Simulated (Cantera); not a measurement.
Standard-state values (1 bar) from the NASA 1993 polynomials, evaluated with Cantera. Values are per mole of reaction as written; species without (g) are pure solids or liquids, kept so even where they would boil at 1 bar.

C + 2 CuF2 ⇌ 2 Cu + CF4(g)

```json
[
 {"T (K)": "598", "ΔH° (kJ)": "[?]", "ΔS° (J/K)": "[?]", "ΔG° (kJ)": "[?]", "log10 K": "[?]"},
 {"T (K)": "698", "ΔH° (kJ)": "129.9", "ΔS° (J/K)": "136.5", "ΔG° (kJ)": "34.7", "log10 K": "-2.59"},
 {"T (K)": "798", "ΔH° (kJ)": "[?]", "ΔS° (J/K)": "[?]", "ΔG° (kJ)": "[?]", "log10 K": "[?]"},
 {"T (K)": "898", "ΔH° (kJ)": "[?]", "ΔS° (J/K)": "[?]", "ΔG° (kJ)": "[?]", "log10 K": "[?]"},
 {"T (K)": "998", "ΔH° (kJ)": "[?]", "ΔS° (J/K)": "[?]", "ΔG° (kJ)": "[?]", "log10 K": "[?]"}
]
```

Question: Fill in the missing entries.

Answer: 
- 598, ΔH° (kJ): 134.1
- 598, ΔS° (J/K): 143.0
- 598, ΔG° (kJ): 48.6
- 598, log10 K: -4.25
- 798, ΔH° (kJ): 125.5
- 798, ΔS° (J/K): 130.6
- 798, ΔG° (kJ): 21.3
- 798, log10 K: -1.39
- 898, ΔH° (kJ): 121.0
- 898, ΔS° (J/K): 125.3
- 898, ΔG° (kJ): 8.5
- 898, log10 K: -0.50
- 998, ΔH° (kJ): 116.4
- 998, ΔS° (J/K): 120.4
- 998, ΔG° (kJ): -3.8
- 998, log10 K: 0.20
